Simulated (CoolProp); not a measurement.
R410A at 324.14 K and 1.33 MPa is compressed adiabatically to 3.45 MPa with isentropic efficiency 0.85. Each further row changes one setting.

Computed with CoolProp (reference Helmholtz-energy equation of state, Lemmon 2003). It is a pseudo-pure fit of the blend.

```tsv
case	work (kJ/kg)	final temperature (K)	final density (kg/m³)
as stated	37.2	381.7	98.3
efficiency 1	31.6	377.1	101
efficiency 0.65	48.7	391.1	93.6
```
